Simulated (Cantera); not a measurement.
Mixture: 12.0 % CH₄, 18.5 % O₂, 69.3 % N₂, 0.240 % C₂H₆, at 263 Torr, adiabatic and at constant pressure. Ignition delay is the time to a rise of 400 K.

Cantera simulation using GRI-Mech 3.0 (53 species, 325 reactions); the numbers are that mechanism's predictions, not measurements.

Predict: delay at 1225 K; delay at 1375 K; delay at 1525 K; delay at 1675 K; delay at 1825 K; apparent activation energy between 1750 and 1900 K.


| Item | Result |
|---|---|
| delay at 1225 K | 46.8 ms |
| delay at 1375 K | 6.11 ms |
| delay at 1525 K | 1.12 ms |
| delay at 1675 K | 0.325 ms |
| delay at 1825 K | 0.140 ms |
| apparent activation energy between 1750 and 1900 K | 130 kJ/mol |
